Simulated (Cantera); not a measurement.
A closed system holds: 1 mol Si₃N₄, 2.8 mol Cl₂, 10 mol N₂, held at 2048 K.

Equilibrium computed with Cantera from the NASA thermochemical tables; the gas is ideal and each condensed phase is pure. Candidate condensed phases: Si, Si₃N₄; 13 gas species. Rates play no part.

Which condensed phases are stable at each of these points (P (Pa)): 1, 4.20, 18, 75, 320, 1300, 5600, 24000, 100000?


```csv
P (Pa),condensed phases,Si condensed (%)
1,gas only,0.0
4.20,gas only,0.0
18,gas only,0.0
75,gas only,0.0
320,gas only,0.0
1300,Si(l),3.6
5600,Si(l),6.4
24000,Si(l),7.7
100000,Si₃N₄(s),10.3
```

From 1.00e-5 bar to 0.00320 bar nothing is condensed. From 0.0130 bar to 0.240 bar the condensed part is Si(l). At 1.00 bar the condensed part is Si₃N₄(s).
